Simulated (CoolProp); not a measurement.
Vapour-liquid equilibrium of fluoroethane (R161) (1) + R1234yf (2) at 306.2 K; x and y are mole fractions of (1).

Computed with CoolProp (multi-fluid Helmholtz-energy mixture model, Wu 2012 and Lemmon 2022; pair parameters Bell 2016).

| x | bubble pressure, mixture model (kPa) | bubble pressure, Raoult's law (kPa) | y, mixture model | y, Raoult's law |
|---|---|---|---|---|
| 0.05 | 869.0 | 865.1 | (withheld) | 0.066 |
| 0.2 | (withheld) | 909.3 | (withheld) | 0.252 |
| 0.35 | 974.2 | 953.4 | (withheld) | 0.420 |
| 0.5 | 1021 | 997.6 | 0.559 | 0.574 |
| 0.65 | (withheld) | 1042 | (withheld) | 0.714 |
| 0.8 | 1102 | 1086 | (withheld) | 0.843 |
| 0.95 | 1135 | 1130 | (withheld) | 0.962 |

Problem. What belongs in the gaps?

Solution. 
- 0.05, y, mixture model: 0.065
- 0.2, bubble pressure, mixture model (kPa): 923.1
- 0.2, y, mixture model: 0.247
- 0.35, y, mixture model: 0.410
- 0.65, bubble pressure, mixture model (kPa): 1064
- 0.65, y, mixture model: 0.696
- 0.8, y, mixture model: 0.827
- 0.95, y, mixture model: 0.957

The largest gap from Raoult's law is +2.3 % in bubble pressure, at x = 0.5. No azeotrope shows between x = 0.05 and 0.95.

Pair parameters are fitted to limited data, so mixtures are less certain than the pure fluids.
